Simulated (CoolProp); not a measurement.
Vapour pressure (MPa) of isobutane: the reference equation beside estimates from Tc = 407.8 K, pc = 3.629 MPa, ω = 0.184. Clausius-Clapeyron is anchored at 233.9 K with a constant enthalpy of vaporisation of 22.57 kJ/mol.

Values from CoolProp's reference Helmholtz-energy equation of state, Bücker 2006.

| T (K) | reference | Lee-Kesler | Clausius-Clapeyron | van der Waals | Redlich-Kwong |
|---|---|---|---|---|---|
| 203.6 | 0.004928 | 0.004766 | 0.005303 | 0.09983 | 0.008027 |
| 209.7 | 0.007434 | 0.007200 | 0.007815 | 0.1216 | 0.01199 |
| 215.8 | 0.01092 | 0.01060 | 0.01127 | 0.1466 | 0.01739 |
| 221.8 | 0.01556 | 0.01514 | 0.01583 | 0.1745 | 0.02446 |
| 227.9 | 0.02181 | 0.02129 | 0.02197 | 0.2065 | 0.03381 |
| 233.9 | 0.02982 | 0.02918 | 0.02982 | 0.2418 | 0.04554 |
| 240 | 0.04022 | 0.03949 | 0.04004 | 0.2817 | 0.06047 |
| 246 | 0.05309 | 0.05229 | 0.05276 | 0.3251 | 0.07859 |
| 252.1 | 0.06933 | 0.06848 | 0.06890 | 0.3737 | 0.1010 |
| 258.1 | 0.08887 | 0.08803 | 0.08850 | 0.4261 | 0.1274 |
| 264.2 | 0.1129 | 0.1121 | 0.1128 | 0.4842 | 0.1593 |
| 270.2 | 0.1412 | 0.1405 | 0.1417 | 0.5463 | 0.1960 |
| 276.3 | 0.1752 | 0.1748 | 0.1769 | 0.6146 | 0.2394 |

Absolute difference from the reference over all 13 rows, mean and median: Lee-Kesler 1.8 and 1.8 %, Clausius-Clapeyron 1.7 and 0.6 %, van der Waals 775.5 and 600.4 %, Redlich-Kwong 50.2 and 50.3 %.
